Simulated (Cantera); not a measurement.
Gas-phase reforming

A perfectly stirred reactor is fed with 72.5 % CH4, 13.0 % CO2, 14.5 % H2, at 1700000 Pa; it is held at 1773 K, and followed from long to short residence time.

Cantera simulation using GRI-Mech 3.0 (53 species, 325 reactions); the numbers are that mechanism's predictions, not measurements. GRI-Mech 3.0 stops at C3 and has no aromatics, soot or wall deposition, so with more carbon than oxygen in the feed, carbon stays in small species such as C2H2 where larger ones or solid carbon would form. The pressure lies above the range GRI-Mech 3.0 was tuned for (to about 10 atm).

```csv
τ (s),x CH4,x CO2,x H2,x H2O,x CH2CO,x CH3
0.43,0.156,0.00120,0.557,0.0121,7.29e-6,0.000292
0.26,0.157,0.00179,0.552,0.0177,8.31e-6,0.000295
0.16,0.159,0.00255,0.545,0.0246,9.66e-6,0.000300
0.099,0.161,0.00354,0.536,0.0327,1.13e-5,0.000306
0.061,0.164,0.00486,0.526,0.0414,1.33e-5,0.000314
0.037,0.170,0.00670,0.515,0.0501,1.54e-5,0.000325
0.023,0.177,0.00922,0.504,0.0571,1.72e-5,0.000339
0.014,0.189,0.0131,0.492,0.0620,1.84e-5,0.000359
0.0087,0.206,0.0188,0.478,0.0636,1.87e-5,0.000388
0.0053,0.231,0.0274,0.461,0.0613,1.78e-5,0.000430
0.0033,0.265,0.0388,0.442,0.0552,1.58e-5,0.000484
```
x: mole fraction; the columns are a selection and need not sum to one.
